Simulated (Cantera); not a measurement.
Feed: 1 mol Si₃N₄, 0.014 mol CO₂, 8.1 mol N₂, at 0.230 bar.

Cantera equilibrium calculation (NASA polynomials, part measured and part estimated; ideal gas, pure solids and liquids). Candidate condensed phases: C, Si, SiC, SiO₂, Si₂N₂O, Si₃N₄; 34 gas species. Mutual solubility and eutectic melting of coexisting phases are not modelled. Rates play no part. All values below are at 950 °C.

Base state: N₂ 1.000 (mole fractions); condensed: C(graphite) + Si₂N₂O(s) + Si₃N₄(s).

### Question
What changes in the equilibrium state with this change: 0.13 mol CH₄ added?

### Answer
| species | before | after |
|---|---|---|
| N₂ | 1.000 | 0.969 |
| H₂ | 0 | 0.0311 |
| HCN | 0 | 1.66e-5 |
| C(graphite), mol | 0.0140 | 0.144 |
| Si₂N₂O(s), mol | 0.0280 | 0.0280 |
| Si₃N₄(s), mol | 0.981 | 0.981 |
Further candidate phases: C₆H₆, C₇H₈, C₈H₁₈, H₂O.

### Question
What changes in the equilibrium state with this change: pressure from 0.230 bar to 1.50e-6 bar?

### Answer
| species | before | after |
|---|---|---|
| N₂ | 1.000 | 1.000 |
| SiO | <1e-9 | 4.84e-5 |
| CO | 6.13e-7 | 2.99e-5 |
| C(graphite), mol | 0.0140 | 0 |
| Si₂N₂O(s), mol | 0.0280 | 0.0274 |
| Si₃N₄(s), mol | 0.981 | 0.977 |
| SiC(s), mol | 0 | 0.0138 |
